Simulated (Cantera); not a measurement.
A closed system holds: 1 mol Ca(OH)2, 0.34 mol H2O, held at 6.00 mbar.

Method: chemical equilibrium by Gibbs-energy minimisation in Cantera with the NASA 1993 tables (ideal gas, pure condensed phases). Candidate condensed phases: Ca, CaO, Ca(OH)2, H2O; 14 gas species. The numbers say what is thermodynamically allowed, not how fast it happens.

Q: At 1202 °C, list the 4 most abundant gas species with their mole fractions, and the condensed phases.

A: H2O 0.999, H2 0.000870, O2 0.000398, OH 0.000149. Condensed: CaO(s).
